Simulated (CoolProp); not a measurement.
The fluid at 291.8 K and 10.1 MPa flows at 17 m/s in a round tube of 10 mm bore and 1.5 µm roughness, fully developed (64/Re and Nu = 3.66 if laminar; Colebrook and Gnielinski if turbulent). The same conditions are run with several fluids, on thermodynamics alone (safety and materials aside).

Computed with CoolProp (reference Helmholtz-energy equation of state of each fluid (C2F6 (R116): Lemmon 2006; CH2F2 (R32): Tillner-Roth 1997; ethane: Bücker 2006; n-octane: Beckmüller 2019; R410A: Lemmon 2003)). Blends and air are pseudo-pure fits.

Task: Rank C2F6 (R116), CH2F2 (R32), ethane, n-octane, R410A by Reynolds number, highest first.

Result: C2F6 (R116) (1580000), R410A (1270000), CH2F2 (R32) (1260000), ethane (1160000), n-octane (197000)

| fluid | Darcy friction factor | pressure drop (Pa/m) | heat-transfer coefficient (W/(m² K)) | mass flow (kg/h) |
|---|---|---|---|---|
| C2F6 (R116) | 0.0137 | 238000 | 26000 | 5770 |
| CH2F2 (R32) | 0.0139 | 206000 | 43600 | 4940 |
| ethane | 0.0140 | 80600 | 28800 | 1920 |
| n-octane | 0.0168 | 173000 | 17500 | 3420 |
| R410A | 0.0139 | 230000 | 36500 | 5510 |

Transport values come from each fluid's own correlations; those of C2F6 (R116), CH2F2 (R32) are estimates that may be off by 10 % or more.
